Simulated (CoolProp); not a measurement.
Vapour-liquid equilibrium of propane (1) + isopentane (2) at 1.27 bar; x and y are mole fractions of (1).

Computed with CoolProp (multi-fluid Helmholtz-energy mixture model, Lemmon 2009 and Lemmon 2006; pair parameters Kunz 2012).

Problem. Give the bubble temperature and the first vapour's composition at x = 0.125, 0.2, 0.875. Is there an azeotrope?

Solution. x = 0.125: 280.6 K, y = 0.660; x = 0.2: 271.1 K, y = 0.788; x = 0.875: 239.3 K, y = 0.991. No azeotrope shows between x = 0.05 and 0.95.

The pair parameters rest on a limited set of measurements; away from them the model extrapolates.
